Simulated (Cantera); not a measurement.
An adiabatic, constant-volume homogeneous reactor starts with 13.5 % CO, 3.90 % H₂, 17.4 % O₂, 65.3 % N₂, equivalence ratio 0.50, at 1025 K and 2700000 Pa.

Computed with Cantera and GRI-Mech 3.0 (53 species, 325 reactions). The hydrogen kinetics of GRI-Mech 3.0 are dated; newer H2 mechanisms differ, most at raised pressure. The pressure lies above the range GRI-Mech 3.0 was tuned for (to about 10 atm).

**Question.** Predict: time of steepest temperature rise; temperature at 1.00 s; equilibrium temperature; x(CO) at 1.00 s; x(H₂) at 1.00 s; x(O₂) at 1.00 s; x(H₂O) at 1.00 s; x(O) at 1.00 s.

**Answer.** 
- time of steepest temperature rise = 2.44 ms
- temperature at 1.00 s = 2569 K
- equilibrium temperature = 2569 K
- x(CO) at 1.00 s = 0.00327 (gas-phase equilibrium 0.00327)
- x(H₂) at 1.00 s = 0.000145 (gas-phase equilibrium 0.000145)
- x(O₂) at 1.00 s = 0.0873 (gas-phase equilibrium 0.0873)
- x(H₂O) at 1.00 s = 0.0408 (gas-phase equilibrium 0.0408)
- x(O) at 1.00 s = 0.000762 (gas-phase equilibrium 0.000762)
